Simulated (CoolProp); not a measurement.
Computed with CoolProp (reference Helmholtz-energy equation of state, Lemmon 2006). It is a short technical equation, of lower accuracy than the large ones.

For acetone, give the phase and the density (kg/m³), cp (kJ/(kg K)), cv (kJ/(kg K)), isothermal compressibility (1/MPa) at 524.9 K and 2.35 MPa; 524.9 K and 4.69 MPa.


- 524.9 K and 2.35 MPa: gas; density 38.8, cp 2.30, cv 1.92, isothermal compressibility 0.539
- 524.9 K and 4.69 MPa: gas; density 115, cp 3.91, cv 2.15, isothermal compressibility 0.487
